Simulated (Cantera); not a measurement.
An isothermal, constant-pressure homogeneous reactor starts with C2H6 : N2 = 1 : 16 (molar parts), at 1050 K and 20.0 Torr. Integrator tolerance rtol = 1e-08.

Cantera simulation using GRI-Mech 3.0 (53 species, 325 reactions); the numbers are that mechanism's predictions, not measurements. GRI-Mech 3.0 stops at C3 and has no aromatics, soot or wall deposition, so with more carbon than oxygen in the feed, carbon stays in small species such as C2H2 where larger ones or solid carbon would form. Radical loss at walls, strong at low pressure, is not modelled.

**Question.** What does this change do: C2H6 1 to 0.65 parts?

**Answer.** 
```
quantity                                            before                                    after
-----------------  ---------------------------------------  ---------------------------------------
x(C2H6) at 3.00 s   0.0253 (gas-phase equilibrium 6.52e-6)   0.0177 (gas-phase equilibrium 2.72e-6)
x(CH2) at 3.00 s   2.00e-11 (gas-phase equilibrium <1e-12)  2.61e-11 (gas-phase equilibrium <1e-12)
x(C2H) at 3.00 s     <1e-12 (gas-phase equilibrium <1e-12)    <1e-12 (gas-phase equilibrium <1e-12)
x(HCN) at 3.00 s   1.60e-12 (gas-phase equilibrium 0.0332)  3.09e-12 (gas-phase equilibrium 0.0277)
x(CH4) at 3.00 s    0.00250 (gas-phase equilibrium 0.0356)   0.00156 (gas-phase equilibrium 0.0205)
x(H2) at 3.00 s      0.0300 (gas-phase equilibrium 0.0521)    0.0195 (gas-phase equilibrium 0.0413)
x(C2H4) at 3.00 s   0.0294 (gas-phase equilibrium 0.00397)   0.0190 (gas-phase equilibrium 0.00209)
```

**Question.** What does this change do: N2 16 to 56 parts?

**Answer.** 
```csv
quantity,before,after
x(C2H6) at 3.00 s,0.0253 (gas-phase equilibrium 6.52e-6),0.00882 (gas-phase equilibrium 3.95e-7)
x(CH2) at 3.00 s,2.00e-11 (gas-phase equilibrium <1e-12),4.30e-11 (gas-phase equilibrium <1e-12)
x(C2H) at 3.00 s,<1e-12 (gas-phase equilibrium <1e-12),<1e-12 (gas-phase equilibrium <1e-12)
x(HCN) at 3.00 s,1.60e-12 (gas-phase equilibrium 0.0332),1.04e-11 (gas-phase equilibrium 0.0182)
x(CH4) at 3.00 s,0.00250 (gas-phase equilibrium 0.0356),0.000588 (gas-phase equilibrium 0.00602)
x(H2) at 3.00 s,0.0300 (gas-phase equilibrium 0.0521),0.00824 (gas-phase equilibrium 0.0246)
x(C2H4) at 3.00 s,0.0294 (gas-phase equilibrium 0.00397),0.00797 (gas-phase equilibrium 0.000510)
```
